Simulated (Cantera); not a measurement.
## Low-pressure radical oxidation in H2/O2

An isothermal, constant-pressure homogeneous reactor starts with H2 : O2 = 0.14 : 1 (molar parts), at 1250 K and 0.0360 bar.

Detailed kinetics in Cantera: the H2/O2 subset of GRI-Mech 3.0, which has no nitrogen chemistry. Radical loss at walls, strong at low pressure, is not modelled. The temperature is held fixed by assumption; the heat of reaction is taken as removed at once.

```csv
t (s),x H2,x O2,x OH,x O,x H,x H2O2,x HO2
1.00e-6,0.123,0.877,2.23e-11,2.27e-11,6.40e-10,<1e-12,6.62e-10
2.90e-6,0.123,0.877,1.72e-10,1.80e-10,1.76e-9,<1e-12,1.92e-9
8.42e-6,0.123,0.877,1.17e-9,1.32e-9,4.63e-9,<1e-12,5.58e-9
2.44e-5,0.123,0.877,7.03e-9,9.20e-9,1.39e-8,8.07e-12,1.62e-8
7.09e-5,0.123,0.877,6.83e-8,1.00e-7,1.02e-7,6.80e-11,4.77e-8
0.000206,0.123,0.877,1.13e-5,1.69e-5,1.62e-5,7.20e-10,2.86e-7
0.000597,0.00721,0.802,0.00989,0.0535,0.0326,6.79e-7,1.58e-5
0.00173,0.00307,0.821,0.00710,0.0410,0.0170,5.39e-7,1.55e-5
0.00503,0.00120,0.852,0.00446,0.0151,0.00377,5.31e-7,1.30e-5
0.0146,0.000204,0.866,0.00184,0.00251,0.000255,3.23e-7,6.07e-6
0.0423,2.63e-5,0.869,0.000667,0.000328,1.21e-5,1.27e-7,1.52e-6
0.123,4.18e-6,0.869,0.000270,5.34e-5,7.92e-7,4.36e-8,3.29e-7
0.356,8.74e-7,0.869,0.000125,1.14e-5,7.81e-8,1.48e-8,8.44e-8
1.03,2.25e-7,0.869,6.37e-5,2.97e-6,1.04e-8,5.10e-9,3.26e-8
3.00,6.85e-8,0.869,3.53e-5,9.13e-7,1.77e-9,1.88e-9,2.61e-8
```
x: mole fraction; the columns are a selection and need not sum to one.

Equilibrium at this temperature and pressure: H2 2.57e-8, O2 0.869, OH 2.16e-5, O 3.42e-7, H 4.11e-10, H2O2 8.53e-10, HO2 3.31e-8 (gas phase only).
